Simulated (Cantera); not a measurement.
Feed: 1 mol Si, 1.1 mol H2O, 9 mol N2, equilibrated at 37.0 Pa.

Method: chemical equilibrium by Gibbs-energy minimisation in Cantera with the NASA 1993 tables (ideal gas, pure condensed phases). Candidate condensed phases: H2O, Si, SiO2, Si2N2O, Si3N4; 35 gas species. The tables hold silica as quartz up to 1696 K and as liquid above; real silica turns to tridymite and cristobalite and melts near 1996 K. Rates play no part. All values below are at 1500 K.

Base state: N2 0.818, H2 0.0998, SiO 0.0818, H 0.000289 (mole fractions); condensed: SiO2(β-quartz).

Task: What changes in the equilibrium state with this change: pressure from 37.0 Pa to 3.20 bar?

Result: 
```csv
species,before,after
N2,0.818,0.888
H2,0.0998,0.112
H2O,5.65e-6,0.000122
SiO,0.0818,4.91e-7
H,0.000289,3.29e-6
"SiO2(β-quartz), mol",0.0999,0.399
"Si2N2O(s), mol",0,0.300
```
Mutual solubility and eutectic melting of coexisting phases are not modelled.

Task: What changes in the equilibrium state with this change: H2O from 1.1 to 0.011 mol?

Result: 
| species | before | after |
|---|---|---|
| N2 | 0.818 | 0.997 |
| H2 | 0.0998 | 0.00130 |
| SiO | 0.0818 | 0.00118 |
| H | 0.000289 | 3.30e-5 |
| SiO2(β-quartz), mol | 0.0999 | 0 |
| Si2N2O(s), mol | 0 | 0.00113 |
| Si3N4(s), mol | 0 | 0.329 |
Mutual solubility and eutectic melting of coexisting phases are not modelled.
